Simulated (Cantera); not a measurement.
Cantera run, input and output.

```python
import numpy as np
import cantera as ct

gas = ct.Solution("gri30.yaml")
gas.TPX = 1575, 470000, {'CH3OH': 0.007, 'O2': 0.054, 'N2': 1}
reactor = ct.IdealGasConstPressureReactor(gas, energy="off", clone=False)
net = ct.ReactorNet([reactor])
net.rtol, net.atol = 1e-08, 1e-18
show = ['CH3OH', 'O2', 'CH3', 'HO2', 'HCO', 'H2O2']
times = np.geomspace(3e-06, 3, 11)

steps = ct.SolutionArray(gas, extra=["t"])
rows = []
print(f"{'t/s':>10s}{'T/K':>9s}{'P/Pa':>11s}" + "".join(f"{s:>11s}" for s in show))
for t in times:
    while net.time < t:
        t_next = net.step()
        steps.append(gas.state, t=t_next)
    rows.append([np.interp(t, steps.t, y) for y in (steps.T, steps.P, *steps(*show).X.T)])
    print(f"{t:10.3e}{rows[-1][0]:9.1f}{rows[-1][1]:11.4g}" + "".join(f"{x:11.3e}" for x in rows[-1][2:]))
rate = np.gradient(steps.T, steps.t)
print("integrator steps:", len(steps.t))
if steps.T.max() > steps.T[0] + 200:
    print(f"time of steepest temperature rise: {steps.t[rate.argmax()]:.4e} s")
gas.TPX = 1575, 470000, {'CH3OH': 0.007, 'O2': 0.054, 'N2': 1}
gas.equilibrate("TP")
print(f"equilibrium (TP): T = {gas.T:.1f} K  " + "  ".join(f"{s} {gas[s].X[0]:.3e}" for s in show))
```

It prints:

```
       t/s      T/K       P/Pa      CH3OH         O2        CH3        HO2        HCO       H2O2
 3.000e-06   1575.0    4.7e+05  6.572e-03  5.088e-02  3.017e-06  1.043e-05  1.201e-09  1.667e-08
 1.194e-05   1575.0    4.7e+05  6.427e-03  5.079e-02  7.484e-06  6.371e-05  2.114e-08  1.028e-06
 4.755e-05   1575.0    4.7e+05  3.318e-03  4.897e-02  1.312e-06  3.351e-04  2.702e-06  3.235e-05
 1.893e-04   1575.0    4.7e+05  1.505e-17  4.188e-02  1.301e-16  9.588e-06  4.445e-10  2.198e-07
 7.536e-04   1575.0    4.7e+05  4.531e-19  4.098e-02  1.043e-18  2.007e-06  3.941e-12  5.656e-08
 3.000e-03   1575.0    4.7e+05  1.605e-20  4.086e-02 -1.649e-19  2.086e-07  9.751e-15  8.775e-09
 1.194e-02   1575.0    4.7e+05  3.285e-19  4.086e-02 -2.124e-18  5.436e-08  3.248e-17  2.078e-09
 4.755e-02   1575.0    4.7e+05  2.468e-23  4.086e-02  5.602e-23  5.051e-08  9.124e-18  1.811e-09
 1.893e-01   1575.0    4.7e+05  1.950e-23  4.086e-02  4.425e-23  5.051e-08  9.123e-18  1.811e-09
 7.536e-01   1575.0    4.7e+05  7.619e-24  4.086e-02  1.729e-23  5.051e-08  9.123e-18  1.811e-09
 3.000e+00   1575.0    4.7e+05  2.332e-25  4.086e-02  5.291e-25  5.051e-08  9.123e-18  1.811e-09
integrator steps: 1713
equilibrium (TP): T = 1575.0 K  CH3OH 2.991e-29  O2 4.044e-02  CH3 2.242e-30  HO2 5.012e-08  HCO 9.195e-18  H2O2 1.802e-09
```

Cantera simulation using GRI-Mech 3.0 (53 species, 325 reactions); the numbers are that mechanism's predictions, not measurements. GRI-Mech 3.0 was tuned for natural gas; its chemistry of methanol as a main component is partial and can be far from experiment.
